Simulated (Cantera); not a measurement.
A closed system holds: 1 mol Ta, 11 mol H2O, 0.011 mol O2, held at 1.00 Torr.

These are equilibrium values from Cantera (NASA tables, ideal gas, pure condensed phases), not measurements of a reactor. Candidate condensed phases: H2O, Ta, Ta2O5; 12 gas species. Kinetics and transport are ignored.

**Question.** Which condensed phases are stable at each of these points (T (K)): 1873, 1948, 2023, 2098, 2173, 2248, 2323, 2398, 2473, 2548, 2623?

**Answer.** 
| T (K) | condensed phases | Ta condensed (%) |
|---|---|---|
| 1873 | Ta2O5(s) | 100.0 |
| 1948 | Ta2O5(s) | 100.0 |
| 2023 | Ta2O5(s) | 100.0 |
| 2098 | Ta2O5(l) | 99.9 |
| 2173 | Ta2O5(l) | 99.6 |
| 2248 | Ta2O5(l) | 98.7 |
| 2323 | Ta2O5(l) | 95.9 |
| 2398 | Ta2O5(l) | 87.3 |
| 2473 | Ta2O5(l) | 60.5 |
| 2548 | gas only | 0.0 |
| 2623 | gas only | 0.0 |

From 1873 K to 2023 K the condensed part is Ta2O5(s). From 2098 K to 2473 K the condensed part is Ta2O5(l). From 2548 K to 2623 K nothing is condensed.
